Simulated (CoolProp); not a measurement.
Model: reference Helmholtz-energy equation of state, Lemmon 2016, in CoolProp.

Task: For R227EA, give the phase and the Z, Joule-Thomson coefficient (K/MPa), isothermal compressibility (1/MPa), viscosity (µPa s) at -46.85 °C and 3.06 MPa.

Result: 
- -46.85 °C and 3.06 MPa: liquid; Z 0.167, Joule-Thomson coefficient -0.344, isothermal compressibility 0.00159, viscosity 665

Viscosity comes from a separate model (Huber 2003), an estimate that may be off by 10 % or more.
